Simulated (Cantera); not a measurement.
# Abatement and gas-phase synthesis: HI + H2O + H2

Feed: 1 mol HI, 0.049 mol H2O, 0.054 mol H2, held at 13.3 mbar.

Cantera equilibrium calculation (NASA polynomials, part measured and part estimated; ideal gas, pure solids and liquids). Candidate condensed phases: H2O, I2; 12 gas species. Rates play no part.

```tsv
T (°C)	x HI	x I	x H2	x H	x I2	x H2O
377	0.762	0.000904	0.121	<1e-12	0.0718	0.0444
577	0.696	0.0275	0.147	6.81e-11	0.0854	0.0438
777	0.536	0.177	0.190	3.06e-8	0.0564	0.0405
977	0.297	0.397	0.254	2.11e-6	0.0166	0.0356
1177	0.139	0.523	0.301	4.50e-5	0.00370	0.0328
1377	0.0676	0.576	0.324	0.000448	0.000940	0.0316
1577	0.0363	0.598	0.332	0.00269	0.000296	0.0311
1777	0.0213	0.605	0.331	0.0113	0.000113	0.0306
1977	0.0133	0.603	0.317	0.0362	4.93e-5	0.0297
2177	0.00839	0.588	0.282	0.0923	2.36e-5	0.0271
2377	0.00509	0.558	0.219	0.190	1.18e-5	0.0206
```
x: gas mole fraction; nothing condenses.

From 377 °C to 2377 °C nothing is condensed.
